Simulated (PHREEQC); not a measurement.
A solution holds 0.29 mol/kgw K2CO3, 0.2 mol/kgw K2SO4 and 0.0035 mol/kgw H3BO3, at 47 °C. Closed to the air; pH follows from the charge balance.

Equilibrium calculation in PHREEQC: ion-association model, phreeqc.dat.

```csv
quantity,before,after
pH,10.99,10.97
ionic strength (mol/kgw),1.25,1.44
CO3-2 (mol/kgw),0.279,0.279
KSO4- (mol/kgw),0.102,0.160
SO4-2 (mol/kgw),0.0976,0.140
```

Task: Name the change that produced these shifts.
A) diluted 10-fold with water
B) K2SO4 from 0.2 to 0.3 mol/kgw
C) temperature from 47 to 55 °C
D) K2CO3 from 0.29 to 0.261 mol/kgw
E) temperature from 47 to 35 °C

Result: B, K2SO4 from 0.2 to 0.3 mol/kgw

This is a speciation only: nothing precipitates in the calculation. The ionic strength passes 0.7 mol/kgw, the rough limit of the ion-association models, in every such run. Constants without temperature data keep their 25 °C values here.
